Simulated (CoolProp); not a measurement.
A single-stage vapour-compression cycle with the fluid: evaporating at 217.15 K (dew point), condensing at 255.15 K (bubble point), superheat 5 K, subcooling 5 K, compressor efficiency 0.6, no pressure losses. The same conditions are run with several fluids, on thermodynamics alone (safety and materials aside).

Values from CoolProp's reference Helmholtz-energy equation of state of each fluid (carbonyl sulfide: Lemmon 2006; CH3F (R41): Lemmon 2006; fluoroethane (R161): Wu 2012; hydrogen chloride: Thol 2018; R407C: Lemmon 2003; R143a: Lemmon and Jacobsen 2000). Blends and air are pseudo-pure fits.

| fluid | cooling COP | pressure ratio | discharge temperature (K) | refrigerating effect (kJ/kg) | volumetric capacity (kJ/m³) |
|---|---|---|---|---|---|
| carbonyl sulfide | 2.98 | 4.77 | 360.0 | 276 | [?] |
| CH3F (R41) | 2.86 | 4.01 | 348.2 | [?] | 2340 |
| fluoroethane (R161) | 3.04 | 5.76 | 332.0 | 384 | 406 |
| hydrogen chloride | [?] | 3.79 | 380.3 | [?] | 3120 |
| R407C | 2.48 | [?] | 334.3 | 214 | [?] |
| R143a | [?] | 5.17 | 300.2 | 192 | 594 |

Question: What belongs in the gaps?

Answer: 
- carbonyl sulfide, volumetric capacity (kJ/m³): 705
- CH3F (R41), refrigerating effect (kJ/kg): 388
- hydrogen chloride, cooling COP: 2.81
- hydrogen chloride, refrigerating effect (kJ/kg): 356
- R407C, pressure ratio: 8.53
- R407C, volumetric capacity (kJ/m³): 359
- R143a, cooling COP: 3.03
